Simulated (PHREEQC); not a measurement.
**Leach liquor**

Make-up at 25 °C: 0.0066 mol HCl, 0.22 mol FeSO4 and 0.022 mol Na2SO4 per kg of water. Closed to the air; pH follows from the charge balance.

The numbers come from PHREEQC with the ion-association model, phreeqc.dat.

No solid was allowed to form.

Problem. What pH does the model give?

Solution. pH 2.94.

Problem. In which forms is Fe present?

Solution. FeSO4 50 %, Fe+2 49 %, FeHSO4+ 0.6 % of the Fe.
